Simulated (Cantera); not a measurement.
What does this Cantera script print?

```python
import numpy as np
import cantera as ct

gas = ct.Solution("gri30.yaml")
gas.TPX = 1573, 330000, {'CH3OH': 1, 'O2': 1.61, 'N2': 9.68, 'CO2': 0.023}
reactor = ct.IdealGasReactor(gas, energy="on", clone=False)
net = ct.ReactorNet([reactor])
net.rtol, net.atol = 1e-08, 1e-16
show = ['CH3OH', 'O2', 'CH2', 'CO', 'C2H4', 'HCO', 'C2H']
times = np.geomspace(4e-06, 1, 11)

steps = ct.SolutionArray(gas, extra=["t"])
rows = []
print(f"{'t/s':>10s}{'T/K':>9s}{'P/Pa':>11s}" + "".join(f"{s:>11s}" for s in show))
for t in times:
    while net.time < t:
        t_next = net.step()
        steps.append(gas.state, t=t_next)
    rows.append([np.interp(t, steps.t, y) for y in (steps.T, steps.P, *steps(*show).X.T)])
    print(f"{t:10.3e}{rows[-1][0]:9.1f}{rows[-1][1]:11.4g}" + "".join(f"{x:11.3e}" for x in rows[-1][2:]))
rate = np.gradient(steps.T, steps.t)
print("integrator steps:", len(steps.t))
if steps.T.max() > steps.T[0] + 200:
    print(f"time of steepest temperature rise: {steps.t[rate.argmax()]:.4e} s")
gas.TPX = 1573, 330000, {'CH3OH': 1, 'O2': 1.61, 'N2': 9.68, 'CO2': 0.023}
gas.equilibrate("UV")
print(f"equilibrium (UV): T = {gas.T:.1f} K  " + "  ".join(f"{s} {gas[s].X[0]:.3e}" for s in show))
```

It prints:

```
       t/s      T/K       P/Pa      CH3OH         O2        CH2         CO       C2H4        HCO        C2H
 4.000e-06   1573.0  3.301e+05  8.093e-02  1.306e-01  1.875e-07  2.210e-05  2.068e-08  1.226e-08  7.670e-17
 1.386e-05   1574.9  3.308e+05  7.938e-02  1.297e-01  1.902e-07  1.201e-04  1.185e-07  2.474e-07  1.456e-15
 4.804e-05   2333.7  5.385e+05  4.738e-15  3.307e-02  2.903e-14  4.496e-02  1.453e-21  4.040e-07  1.233e-19
 1.665e-04   2812.7  6.293e+05  7.289e-16  1.953e-02  2.100e-14  2.453e-02  6.632e-23  4.693e-08  2.132e-19
 5.771e-04   2802.2  6.268e+05  7.656e-16  1.750e-02  2.056e-14  2.474e-02  7.255e-23  4.650e-08  2.093e-19
 2.000e-03   2797.1  6.256e+05  7.853e-16  1.655e-02  2.033e-14  2.486e-02  7.587e-23  4.632e-08  2.074e-19
 6.931e-03   2797.0  6.256e+05  7.857e-16  1.654e-02  2.033e-14  2.486e-02  7.593e-23  4.632e-08  2.073e-19
 2.402e-02   2797.0  6.256e+05  7.857e-16  1.654e-02  2.033e-14  2.486e-02  7.593e-23  4.632e-08  2.073e-19
 8.326e-02   2797.0  6.256e+05  7.857e-16  1.654e-02  2.033e-14  2.486e-02  7.593e-23  4.632e-08  2.073e-19
 2.885e-01   2797.0  6.256e+05  7.857e-16  1.654e-02  2.033e-14  2.486e-02  7.593e-23  4.632e-08  2.073e-19
 1.000e+00   2797.0  6.256e+05  7.857e-16  1.654e-02  2.033e-14  2.486e-02  7.593e-23  4.632e-08  2.073e-19
integrator steps: 1750
time of steepest temperature rise: 4.5245e-05 s
equilibrium (UV): T = 2797.0 K  CH3OH 8.185e-16  O2 1.654e-02  CH2 2.271e-14  CO 2.486e-02  C2H4 8.351e-23  HCO 4.632e-08  C2H 2.215e-19
```

Model: GRI-Mech 3.0 (53 species, 325 reactions), integrated in Cantera. GRI-Mech 3.0 was tuned for natural gas; its chemistry of methanol as a main component is partial and can be far from experiment.
